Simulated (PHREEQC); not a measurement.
Make-up at 25 °C: 6.4 mmol/kgw H2SO4, 0.037 mmol/kgw Fe(NO3)3 and 2.1 mmol/kgw CuSO4. Closed to the air; pH follows from the charge balance.

Computed with PHREEQC (ion-association model, phreeqc.dat).

```tsv
quantity	before	after
pH	2.05	2.03
ionic strength (mol/kgw)	0.0196	0.0143
SO4-2 (mol/kgw)	0.00502	0.00389
HSO4- (mol/kgw)	0.00289	0.00248
FeSO4+ (mol/kgw)	3.05e-5	3.05e-5
Fe+3 (mol/kgw)	2.36e-6	2.59e-6
SI of Goethite (FeOOH)	+1.08	+1.10
SI of Hematite (Fe2O3)	+4.17	+4.21
```

Name the change that produced these shifts.
A. H2SO4 from 0.0064 to 0.0096 mol/kgw
B. Fe(NO3)3 from 3.7e-05 to 5.55e-05 mol/kgw
C. CuSO4 left out
D. H2SO4 from 0.0064 to 0.0032 mol/kgw
E. 0.0001 mol/kgw HBr added

C, CuSO4 left out

Precipitation was switched off in this run. Some of these states are supersaturated (in Hematite (slow to form), Goethite (slow to form), for instance).
